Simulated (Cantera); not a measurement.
A perfectly stirred reactor is fed with 70.9 % CH4, 16.3 % H2O, 12.8 % H2, at 165 Torr; it is held at 2200 K, and followed from long to short residence time.

Cantera simulation using GRI-Mech 3.0 (53 species, 325 reactions); the numbers are that mechanism's predictions, not measurements. GRI-Mech 3.0 stops at C3 and has no aromatics, soot or wall deposition, so with more carbon than oxygen in the feed, carbon stays in small species such as C2H2 where larger ones or solid carbon would form.

x: mole fraction; the columns are a selection and need not sum to one.

```tsv
τ (s)	x CH4	x H2O	x H2	x H	x CH3	x CO2
1.8	0.00105	0.000207	0.757	0.0104	0.000274	___
0.72	0.00167	0.000524	0.756	0.0102	0.000427	___
0.28	0.00278	0.00137	0.755	0.00981	0.000688	___
0.11	0.00477	0.00356	0.752	0.00927	0.00112	___
0.045	0.00816	0.00862	0.746	0.00858	0.00178	___
0.018	0.0143	0.0195	0.734	0.00778	0.00286	___
0.0071	0.0251	0.0380	0.712	0.00694	0.00461	0.000505
0.0028	0.0438	0.0608	0.680	0.00612	0.00733	0.000503
0.0011	0.0756	0.0816	0.639	0.00533	0.0115	___
0.00045	0.125	0.0975	0.588	0.00457	0.0173	___
```

### Question
Complete the blanks.

### Answer

- 1.8, x CO2: 4.44e-6
- 0.72, x CO2: 1.12e-5
- 0.28, x CO2: 2.91e-5
- 0.11, x CO2: 7.39e-5
- 0.045, x CO2: 0.000170
- 0.018, x CO2: 0.000338
- 0.0011, x CO2: 0.000324
- 0.00045, x CO2: 0.000145
